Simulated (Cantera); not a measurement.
An adiabatic, constant-pressure homogeneous reactor starts with H2 : O2 : N2 = 1 : 1.52 : 5.76 (molar parts), at 1173 K and 2780 Torr.

Model: GRI-Mech 3.0 (53 species, 325 reactions), integrated in Cantera. The hydrogen kinetics of GRI-Mech 3.0 are dated; newer H2 mechanisms differ, most at raised pressure.

### Question
Predict: time of steepest temperature rise; temperature at 3.00 s; equilibrium temperature; x(H2) at 3.00 s; x(O2) at 3.00 s; x(N2O) at 3.00 s; x(NO) at 3.00 s; x(NO2) at 3.00 s; x(H2O) at 3.00 s; x(H2O2) at 3.00 s.

### Answer
| Property | Result |
|---|---|
| time of steepest temperature rise | 26.0 µs |
| temperature at 3.00 s | 2017 K |
| equilibrium temperature | 2016 K |
| x(H2) at 3.00 s | 6.11e-5 (gas-phase equilibrium 6.09e-5) |
| x(O2) at 3.00 s | 0.128 (gas-phase equilibrium 0.128) |
| x(N2O) at 3.00 s | 6.33e-7 (gas-phase equilibrium 6.33e-7) |
| x(NO) at 3.00 s | 0.00576 (gas-phase equilibrium 0.00606) |
| x(NO2) at 3.00 s | 1.45e-5 (gas-phase equilibrium 1.52e-5) |
| x(H2O) at 3.00 s | 0.128 (gas-phase equilibrium 0.128) |
| x(H2O2) at 3.00 s | 1.72e-7 (gas-phase equilibrium 1.72e-7) |
